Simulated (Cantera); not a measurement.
Input (Python, Cantera) and output of one run.

```python
import numpy as np
import cantera as ct

gas_names = [...]  # 116 gases of nasa_gas.yaml made of C, H, Mg, O
cond_names = """
    C(gr) C6H6(L) C7H8(L) C8H18(L),n-octa H2O(s) H2O(L) Mg(cr) Mg(L) MgCO3(s) MgO(s) MgO(L) MgO2H2(s)
""".split()


# ... load() reads the species with a 1 bar reference pressure and builds the phases ...
atoms = {
    'MgCO3': {'Mg': 1, 'C': 1, 'O': 3},
    'H2O': {'H': 2, 'O': 1},
}
top_T = {'C(gr)': 4500}  # K; cautious upper limits of use, not melting points


# ... equilibrate(T, P, feed) seeds the gas with the atoms and calls Mixture.equilibrate('TP', solver="vcs", rtol=1e-11, max_steps=5000) ...
results = []
feed = {'MgCO3': 1, 'H2O': 0.17}  # mol
T = 2000  # K
for P in [10, 42, 180, 750, 3200, 13000, 56000, 240000, 1000000]:
    mix = equilibrate(T, P, feed)
    results.append((T, P, feed, dict(zip(mix.species_names, mix.species_moles))))

top = {s: max(r[3][s] / sum(r[3][g] for g in gas_names) for r in results) for s in gas_names}
cols = sorted((s for s in top if top[s] > 1e-05), key=lambda s: -top[s])[:8]
seen = [c for c in cond_names if any(r[3].get(c, 0) > 1e-12 for r in results)]
print("log10 of partial pressures in bar; condensed amounts in mol")
print(f"{'P/Pa':>10s}" + "".join(f"{s[:9]:>10s}" for s in cols + seen))
for T, P, feed, n in results:
    ng = sum(n[g] for g in gas_names)
    print(f"{P:10.4g}" + "".join(f"{np.log10(max(n[s] / ng * P / 1e5, 1e-99)):10.3f}" for s in cols)
          + "".join(f"{n.get(c, 0):10.4g}" for c in seen))
```

Output:

```
log10 of partial pressures in bar; condensed amounts in mol
      P/Pa       CO2        CO       H2O        O2         O        OH         H        Mg    MgO(s)
        10    -4.291    -4.679    -5.010    -4.981    -5.665    -5.770    -5.819    -5.868    0.9808
        42    -3.580    -4.202    -4.310    -4.514    -5.431    -5.303    -5.585    -6.101    0.9974
       180    -2.896    -3.747    -3.638    -4.056    -5.203    -4.853    -5.364    -6.330    0.9996
       750    -2.245    -3.313    -2.996    -3.620    -4.985    -4.423    -5.152    -6.548    0.9999
      3200    -1.595    -2.881    -2.353    -3.186    -4.767    -3.992    -4.939    -6.765         1
   1.3e+04    -0.974    -2.467    -1.736    -2.771    -4.560    -3.580    -4.734    -6.972         1
   5.6e+04    -0.332    -2.040    -1.097    -2.343    -4.346    -3.154    -4.522    -7.187         1
   2.4e+05     0.304    -1.615    -0.462    -1.918    -4.133    -2.730    -4.310    -7.399         1
     1e+06     0.927    -1.200     0.159    -1.502    -3.926    -2.315    -4.103    -7.607         1
```

These are equilibrium values from Cantera (NASA tables, ideal gas, pure condensed phases), not measurements of a reactor.
